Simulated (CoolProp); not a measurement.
The numbers come from the reference Helmholtz-energy equation of state, McLinden 2015 in CoolProp.

Task: For the fluoroketone C6F12O (FK-5-1-12), give the phase and the speed of sound (m/s), Joule-Thomson coefficient (K/MPa), isothermal compressibility (1/MPa), expansivity (1/kK) at -64.65 °C and 101 kPa.

Result: 
- -64.65 °C and 101 kPa: liquid; speed of sound 798, Joule-Thomson coefficient -0.340, isothermal compressibility 0.00106, expansivity 1.45
